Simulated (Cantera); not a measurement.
Equilibrium for roasting and sulfation: MgCO3 + SO3 + H2O

A closed system holds: 1 mol MgCO3, 0.092 mol SO3, 0.95 mol H2O, equilibrated at 1 atm.

Method: chemical equilibrium by Gibbs-energy minimisation in Cantera with the NASA 1993 tables (ideal gas, pure condensed phases). Candidate condensed phases: C, C6H6, C7H8, C8H18, H2O, H2SO4, Mg, MgCO3, MgO, Mg(OH)2, MgS, MgSO4, S; 130 gas species. Mutual solubility and eutectic melting of coexisting phases are not modelled. The numbers say what is thermodynamically allowed, not how fast it happens.

| T (K) | x CO2 | x H2O | x SO2 | x O2 | n MgO(s) | n MgSO4(s) |
|---|---|---|---|---|---|---|
| 1000 | 0.513 | 0.487 | 0.000248 | 0.000124 | 0.908 | 0.0915 |
| 1050 | 0.512 | 0.486 | 0.00104 | 0.000519 | 0.910 | 0.0899 |
| 1100 | 0.510 | 0.484 | 0.00379 | 0.00189 | 0.916 | 0.0844 |
| 1150 | 0.503 | 0.478 | 0.0123 | 0.00614 | 0.933 | 0.0668 |
| 1200 | 0.485 | 0.460 | 0.0359 | 0.0180 | 0.985 | 0.0153 |
| 1250 | 0.479 | 0.455 | 0.0430 | 0.0215 | 1.00 | 0 |
| 1300 | 0.479 | 0.455 | 0.0433 | 0.0216 | 1.00 | 0 |
| 1350 | 0.479 | 0.455 | 0.0435 | 0.0217 | 1.00 | 0 |
| 1400 | 0.479 | 0.455 | 0.0437 | 0.0218 | 1.00 | 0 |
| 1450 | 0.479 | 0.455 | 0.0438 | 0.0219 | 1.00 | 0 |
x: gas mole fraction; n: condensed amount in mol.

From 1000 K to 1200 K the condensed part is MgO(s) + MgSO4(s). From 1250 K to 1450 K the condensed part is MgO(s).
